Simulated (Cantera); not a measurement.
## NO annealing gas

An isothermal, constant-pressure homogeneous reactor starts with NO : N₂ = 1 : 10 (molar parts), at 2100 K and 0.640 bar.

Detailed kinetics in Cantera: GRI-Mech 3.0 (53 species, 325 reactions).

| t (s) | x NO | x O₂ | x O | x N₂O | x NO₂ | x N₂ |
|---|---|---|---|---|---|---|
| 0.000800 | 0.0909 | 8.07e-7 | 1.39e-5 | 3.81e-6 | 1.71e-6 | 0.909 |
| 0.00224 | 0.0908 | 8.68e-6 | 4.06e-5 | 4.20e-6 | 5.15e-6 | 0.909 |
| 0.00626 | 0.0907 | 7.30e-5 | 7.45e-5 | 4.17e-6 | 9.38e-6 | 0.909 |
| 0.0175 | 0.0901 | 0.000329 | 8.45e-5 | 4.12e-6 | 1.06e-5 | 0.909 |
| 0.0490 | 0.0886 | 0.00108 | 9.69e-5 | 3.97e-6 | 1.20e-5 | 0.910 |
| 0.137 | 0.0841 | 0.00333 | 0.000127 | 3.58e-6 | 1.51e-5 | 0.912 |
| 0.383 | 0.0706 | 0.0100 | 0.000189 | 2.55e-6 | 1.92e-5 | 0.919 |
| 1.07 | 0.0392 | 0.0257 | 0.000285 | 9.10e-7 | 1.63e-5 | 0.935 |
| 3.00 | 0.00943 | 0.0406 | 0.000353 | 2.67e-7 | 4.87e-6 | 0.950 |
x: mole fraction; the columns are a selection and need not sum to one.

Equilibrium at this temperature and pressure: NO 0.00496, O₂ 0.0428, O 0.000362, N₂O 2.43e-7, NO₂ 2.63e-6, N₂ 0.952 (gas phase only).
